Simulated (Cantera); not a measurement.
A perfectly stirred reactor is fed with CH₄ : CO : O₂ : N₂ : H₂O = 1 : 0.86 : 2.79 : 10.5 : 0.034 (molar parts), equivalence ratio 0.87, at 60000 Pa; it is adiabatic with a 350 K inlet, and is followed from long to short residence time, starting on the burning branch (τ in s: 0.16, 0.069, 0.03, 0.013, 0.0058, 0.0025, 0.0011, 0.00049, 0.00021, 9.4e-05, 4.1e-05, 1.8e-05).

Model: GRI-Mech 3.0 (53 species, 325 reactions), integrated in Cantera.

x: mole fraction; the columns are a selection and need not sum to one.

```
τ (s)    T (K)     x CH₄     x CO    x O₂       x O     x CH₃
-------  -----  --------  -------  ------  --------  --------
0.16      2152   2.54e-6  0.00643  0.0264  0.000640   1.03e-6
0.069     2134   4.93e-6  0.00815  0.0275  0.000853   1.92e-6
0.030     2104   9.03e-6   0.0109  0.0290   0.00124   3.29e-6
0.013     2058       ___      ___  0.0310       ___       ___
0.0058    2002   2.91e-5   0.0191  0.0334   0.00276   8.69e-6
0.0025    1931   5.55e-5   0.0241  0.0363   0.00396   1.46e-5
0.0011    1851  0.000111   0.0293  0.0395   0.00529   2.51e-5
0.00049   1764  0.000242   0.0355  0.0436   0.00643   4.60e-5
0.00021   1655  0.000672   0.0464  0.0510   0.00654  0.000101
9.4e-5     350    0.0659   0.0566   0.184    <1e-12    <1e-12
4.1e-5     350    0.0659   0.0566   0.184    <1e-12    <1e-12
1.8e-5     350    0.0659   0.0566   0.184    <1e-12    <1e-12
```

Problem. What belongs in the gaps?

Solution. 
- 0.013, x CH₄: 1.62e-5
- 0.013, x CO: 0.0147
- 0.013, x O: 0.00187
- 0.013, x CH₃: 5.41e-6
